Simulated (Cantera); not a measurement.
Input: 1 mol B₂O₃, 0.69 mol N₂, 1.1 mol NH₃, equilibrated at 100000 Pa.

Method: chemical equilibrium by Gibbs-energy minimisation in Cantera with the NASA 1993 tables (ideal gas, pure condensed phases). Candidate condensed phases: B, BN, B₂O₃, B₃O₃H₃, H₂O; 39 gas species. Mutual solubility and eutectic melting of coexisting phases are not modelled. Gases not in the tables: H₃BO₃. Rates play no part.

At 1077 °C, list the 4 most abundant gas species with their mole fractions, and the condensed phases.

H₂ 0.568, N₂ 0.428, H₂O 0.00356, HBO₂ 0.000327. Condensed: BN(s) + B₂O₃(l).
